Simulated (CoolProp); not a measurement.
Computed with CoolProp (reference Helmholtz-energy equation of state, Thol 2017).

Task: For octamethyltrisiloxane (MDM), give the phase and the cp (kJ/(kg K)), cv (kJ/(kg K)), speed of sound (m/s), Joule-Thomson coefficient (K/MPa) at 575 K and 225 kPa; 575 K and 494 kPa.

Result: 
- 575 K and 225 kPa: gas; cp 2.11, cv 2.06, speed of sound 136, Joule-Thomson coefficient 8.93
- 575 K and 494 kPa: gas; cp 2.14, cv 2.08, speed of sound 127, Joule-Thomson coefficient 10.2
